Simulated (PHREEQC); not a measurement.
0.17 g of hydrous ferric oxide (600 m²/g; 0.2 weak and 0.005 strong sites per Fe, Dzombak-Morel constants, diffuse double layer) in 1 kg of water with 0.005 mol/kgw of an inert sodium salt and 0.00042 mol/kgw SrCl2 and 3.7e-06 mol/kgw NaF, at 25 °C; the pH is set by adding NaOH or the inert anion's acid. Oxygen is held at 0.21 atm. No CO2 enters from the air. No solid was allowed to form.

Equilibrium calculation in PHREEQC: ion-association model, wateq4f.dat.

```json
[
 {"pH": "4", "Sr sorbed (%)": "0.0", "F sorbed (%)": "94.1", "surface charge σ (C/m²)": "0.192", "surface potential ψ (mV)": "190"},
 {"pH": "4.67", "Sr sorbed (%)": "0.0", "F sorbed (%)": "88.8", "surface charge σ (C/m²)": "…", "surface potential ψ (mV)": "168"},
 {"pH": "5.33", "Sr sorbed (%)": "0.0", "F sorbed (%)": "75.2", "surface charge σ (C/m²)": "0.074", "surface potential ψ (mV)": "142"},
 {"pH": "6", "Sr sorbed (%)": "0.0", "F sorbed (%)": "48.7", "surface charge σ (C/m²)": "0.041", "surface potential ψ (mV)": "112"},
 {"pH": "6.67", "Sr sorbed (%)": "0.1", "F sorbed (%)": "20.6", "surface charge σ (C/m²)": "0.021", "surface potential ψ (mV)": "…"},
 {"pH": "7.33", "Sr sorbed (%)": "0.9", "F sorbed (%)": "6.5", "surface charge σ (C/m²)": "…", "surface potential ψ (mV)": "46"},
 {"pH": "8", "Sr sorbed (%)": "2.4", "F sorbed (%)": "1.7", "surface charge σ (C/m²)": "0.002", "surface potential ψ (mV)": "11"},
 {"pH": "8.67", "Sr sorbed (%)": "7.1", "F sorbed (%)": "0.5", "surface charge σ (C/m²)": "-0.004", "surface potential ψ (mV)": "-20"},
 {"pH": "9.33", "Sr sorbed (%)": "22.7", "F sorbed (%)": "0.2", "surface charge σ (C/m²)": "-0.007", "surface potential ψ (mV)": "-34"},
 {"pH": "10", "Sr sorbed (%)": "37.1", "F sorbed (%)": "0.1", "surface charge σ (C/m²)": "-0.008", "surface potential ψ (mV)": "-38"},
 {"pH": "10.67", "Sr sorbed (%)": "44.3", "F sorbed (%)": "0.0", "surface charge σ (C/m²)": "-0.008", "surface potential ψ (mV)": "…"},
 {"pH": "11.33", "Sr sorbed (%)": "50.8", "F sorbed (%)": "0.0", "surface charge σ (C/m²)": "…", "surface potential ψ (mV)": "…"},
 {"pH": "12", "Sr sorbed (%)": "62.2", "F sorbed (%)": "0.0", "surface charge σ (C/m²)": "-0.016", "surface potential ψ (mV)": "-47"}
]
```

### Question
Complete the blanks.

### Answer

- 4.67, surface charge σ (C/m²): 0.123
- 6.67, surface potential ψ (mV): 79
- 7.33, surface charge σ (C/m²): 0.009
- 10.67, surface potential ψ (mV): -40
- 11.33, surface charge σ (C/m²): -0.010
- 11.33, surface potential ψ (mV): -42

Complexes and solids missing from the database can't appear.
